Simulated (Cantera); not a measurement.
An isothermal, constant-pressure homogeneous reactor starts with H2 : O2 : N2 = 1.2 : 1 : 0.57 (molar parts), equivalence ratio 0.60, at 848 K and 0.132 atm. Integrator tolerance rtol = 1e-08.

Computed with Cantera and the H2/O2 subset of GRI-Mech 3.0, which has no nitrogen chemistry. Radical loss at walls, strong at low pressure, is not modelled. Below about 950 K walls govern HO2 and H2O2 in real vessels. The temperature is held fixed by assumption; the heat of reaction is taken as removed at once.

What does this change do: temperature 848 to 1050 K?


| quantity | before | after |
|---|---|---|
| x(H2) at 2.00 s | 0.193 (gas-phase equilibrium 1.50e-12) | 7.14e-9 (gas-phase equilibrium 1.28e-9) |
| x(O2) at 2.00 s | 0.263 (gas-phase equilibrium 0.184) | 0.184 (gas-phase equilibrium 0.184) |
| x(HO2) at 2.00 s | 2.17e-5 (gas-phase equilibrium 6.83e-11) | 3.05e-9 (gas-phase equilibrium 2.57e-9) |
| x(H) at 2.00 s | 6.29e-8 (gas-phase equilibrium <1e-12) | 1.21e-11 (gas-phase equilibrium <1e-12) |
| x(H2O) at 2.00 s | 0.306 (gas-phase equilibrium 0.553) | 0.553 (gas-phase equilibrium 0.553) |

What does this change do: temperature 848 to 800 K?


```json
[
 {"quantity": "x(H2) at 2.00 s", "before": "0.193 (gas-phase equilibrium 1.50e-12)", "after": "0.350 (gas-phase equilibrium <1e-12)"},
 {"quantity": "x(O2) at 2.00 s", "before": "0.263 (gas-phase equilibrium 0.184)", "after": "0.327 (gas-phase equilibrium 0.184)"},
 {"quantity": "x(HO2) at 2.00 s", "before": "2.17e-5 (gas-phase equilibrium 6.83e-11)", "after": "4.59e-6 (gas-phase equilibrium 2.20e-11)"},
 {"quantity": "x(H) at 2.00 s", "before": "6.29e-8 (gas-phase equilibrium <1e-12)", "after": "3.34e-9 (gas-phase equilibrium <1e-12)"},
 {"quantity": "x(H2O) at 2.00 s", "before": "0.306 (gas-phase equilibrium 0.553)", "after": "0.106 (gas-phase equilibrium 0.553)"}
]
```
